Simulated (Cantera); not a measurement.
Cantera run, input and output.

```python
import numpy as np
import cantera as ct

gas = ct.Solution("gri30.yaml")


def delay(T, t_max=10):
    gas.TPX = T, 250000, {'CH4': 1, 'H2': 0.28, 'O2': 1.78, 'N2': 6.71}
    reactor = ct.IdealGasReactor(gas, clone=False)
    net = ct.ReactorNet([reactor])
    net.rtol, net.atol = 1e-8, 1e-16
    while net.time < t_max:
        t_old, T_old = net.time, reactor.T
        net.step()
        if reactor.T > T + 400:  # ignition: a rise of 400 K
            return t_old + (T + 400 - T_old) / (reactor.T - T_old) * (net.time - t_old)
    return np.nan


taus = []
for T in [1250, 1300, 1350, 1400, 1450, 1500, 1550, 1600, 1650]:
    taus.append(delay(T))
    print(f"T0 = {T:6g} K   tau = {taus[-1]:.4e} s")
```

Output:

```
T0 =   1250 K   tau = 1.5485e-03 s
T0 =   1300 K   tau = 1.0054e-03 s
T0 =   1350 K   tau = 6.5698e-04 s
T0 =   1400 K   tau = 4.3367e-04 s
T0 =   1450 K   tau = 2.9028e-04 s
T0 =   1500 K   tau = 1.9766e-04 s
T0 =   1550 K   tau = 1.3722e-04 s
T0 =   1600 K   tau = 9.7202e-05 s
T0 =   1650 K   tau = 7.0229e-05 s
```

Detailed kinetics in Cantera: GRI-Mech 3.0 (53 species, 325 reactions).
